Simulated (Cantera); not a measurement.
**Thermodynamics of halide evaporation, hydrolysis and transport, feed LiCl + O2 + H2**

Feed: 1 mol LiCl, 0.058 mol O2, 110 mol H2, equilibrated at 925 K and 1.33 mbar.

Equilibrium computed with Cantera from the NASA thermochemical tables; the gas is ideal and each condensed phase is pure. Candidate condensed phases: H2O, Li, LiCl, LiH, LiOH, Li2O; 25 gas species. Equilibrium is a limit: real reactors are often held back by kinetics, nucleation or transport.

| Quantity | Result |
|---|---|
| x(H2) | 0.992 |
| x(LiCl) | 0.00525 |
| x(Li2Cl2) | 0.00185 |
| x(H2O) | 0.00105 |
| x(Li3Cl3) | 2.46e-5 |
| x(HCl) | 1.73e-6 |
| x(LiOH) | 1.69e-6 |
| gas amount | 110.8 mol |
| log10 activity of Li2O(s) (absent) | -0.55 |
| log10 activity of Li(l) (absent) | -6.69 |
